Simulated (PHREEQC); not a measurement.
## Ultrapure water in contact with air or piping

Model water analysis in mg/L, 20 °C, pH 6.65, pe 0.3:

```csv
constituent,mg/L
Na,0.00424
K,0.018
Ca,0.0103
Mg,0.00184
Cl,0.0113
S(6) as SO4,0.0185
Alkalinity as HCO3,0.0358
Si as SiO2,0.000761
Li,9.22e-06
Ba,0.000127
Mn(2),5.47e-05
Fe(2),0.00143
```

Valence states are taken as typed.

Equilibrium calculation in PHREEQC: ion-association model, phreeqc.dat.

This is a speciation only: nothing precipitates in the calculation.

Estimate the charge-balance error.

charge-balance error 2.4 %.

In which forms is C present?

HCO3- 65 %, CO2 35 % of the C.
